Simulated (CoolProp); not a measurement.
CF4 (R14) at 298.15 K and 1.54 MPa is throttled through a valve to 0.855 MPa with no heat exchange. Each further row changes one setting.

The numbers come from the reference Helmholtz-energy equation of state, Platzer 1990 in CoolProp. This equation is an older, rougher fit.

```csv
case,temperature change (K),final density (kg/m³)
as stated,?,?
outlet pressure 0.257 MPa,-7.3,?
outlet pressure 1.11 MPa,-2.4,?
```

Q: Complete the blanks.

A: 
- as stated, temperature change (K): -3.8
- as stated, final density (kg/m³): 31.8
- outlet pressure 0.257 MPa, final density (kg/m³): 9.45
- outlet pressure 1.11 MPa, final density (kg/m³): 41.5
